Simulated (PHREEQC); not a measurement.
0.11 g of hydrous ferric oxide (600 m²/g; 0.2 weak and 0.005 strong sites per Fe, Dzombak-Morel constants, diffuse double layer) in 1 kg of water with 0.005 mol/kgw of an inert sodium salt and 0.0019 mmol/kgw H3BO3 and 0.00043 mmol/kgw MgCl2, at 25 °C; the pH is set by adding NaOH or the inert anion's acid. O2 is buffered at 0.21 atm. CO2 from the air is kept out. No solid was allowed to form.

All values are PHREEQC results (ion-association model, wateq4f.dat), not measurements.

Question: Predict B sorbed (%) at pH = 8.5, 11.5.

Answer: 
```csv
pH,B sorbed (%)
8.5,0.1
11.5,0.0
```

Complexes and solids missing from the database can't appear.
